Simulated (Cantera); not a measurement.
Input: 1 mol B₂O₃, 0.35 mol NH₃, 0.14 mol N₂, held at 0.00700 bar.

Equilibrium computed with Cantera from the NASA thermochemical tables; the gas is ideal and each condensed phase is pure. Candidate condensed phases: B, BN, B₂O₃, B₃O₃H₃, H₂O; 39 gas species. Mutual solubility and eutectic melting of coexisting phases are not modelled. Kinetics and transport are ignored. All values below are at 1227 °C.

Base state: H₂ 0.614, N₂ 0.371, HBO₂ 0.00743, HBO 0.00379, B₂O₃ 0.00310, H₂O 0.000657, B₂O₂ 0.000174, H 0.000165 (mole fractions); condensed: BN(s) + B₂O₃(l).

Q: What changes in the equilibrium state with this change: 0.78 mol O₂ added?

A: 
| species | before | after |
|---|---|---|
| O₂ | <1e-9 | 0.350 |
| H₂O | 0.000657 | 0.279 |
| N₂ | 0.371 | 0.213 |
| H₂ | 0.614 | 1.07e-5 |
| HBO₂ | 0.00743 | 0.153 |
| HBO | 0.00379 | 3.19e-9 |
| NO | <1e-9 | 0.000822 |
| B₂O₂ | 0.000174 | <1e-9 |
| OH | 5.04e-9 | 0.000513 |
| O | <1e-9 | 2.87e-5 |
| BN(s), mol | 0.00129 | 0 |
| B₂O₃(l), mol | 0.992 | 0.882 |
Gases not in the tables: H₃BO₃.
